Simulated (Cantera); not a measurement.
## Reactions in the system F-Mg-S

Standard-state values (1 bar) from the NASA 1993 polynomials, evaluated with Cantera. Values are per mole of reaction as written; species without (g) are pure solids or liquids, kept so even where they would boil at 1 bar.

4 Mg + 2 SF4(g) = S2(g) + 4 MgF2

```
T (K)  ΔH° (kJ)  ΔS° (J/K)  ΔG° (kJ)  log10 K  condensed phases
-----  --------  ---------  --------  -------  ----------------
948     -2858.7     -277.4   -2595.7   143.02    Mg(l), MgF2(s)
1048    -2857.3     -276.0   -2568.1   128.00    Mg(l), MgF2(s)
1148    -2855.6     -274.5   -2540.5   115.59    Mg(l), MgF2(s)
1248    -2853.8     -272.9   -2513.2   105.19    Mg(l), MgF2(s)
1348    -2851.8     -271.4   -2485.9    96.33    Mg(l), MgF2(s)
1448    -2849.6     -269.8   -2458.9    88.70    Mg(l), MgF2(s)
1548    -2611.9     -115.0   -2433.8    82.12    Mg(l), MgF2(l)
1648    -2605.0     -110.7   -2422.5    76.78    Mg(l), MgF2(l)
```
